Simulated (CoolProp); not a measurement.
Vapour-liquid equilibrium of R125 (1) + fluoroethane (R161) (2) at 332 kPa; x and y are mole fractions of (1).

Computed with CoolProp (multi-fluid Helmholtz-energy mixture model, Lemmon 2005 and Wu 2012; pair parameters Bell 2016).

```
x     bubble temperature, mixture model (K)  bubble temperature, Raoult's law (K)  y, mixture model  y, Raoult's law
----  -------------------------------------  ------------------------------------  ----------------  ---------------
0.05                                  264.5                                 264.3             0.068            0.076
0.2                                   262.4                                 262.1             0.276            0.281
0.35                                  259.9                                 260.1             0.465            0.457
0.5                                   257.6                                 258.2             0.620            0.611
0.65                                  255.7                                 256.4             0.746            0.745
0.8                                   254.2                                 254.8             0.853            0.863
0.95                                  253.0                                 253.2             0.960            0.968
```

The largest gap from Raoult's law is -0.7 K in bubble temperature, at x = 0.65. No azeotrope shows between x = 0.05 and 0.95.

The pair parameters rest on a limited set of measurements; away from them the model extrapolates. The gap from Raoult's law changes sign with composition, which may be real or a fault of the pair parameters; it wasn't checked against measurements.
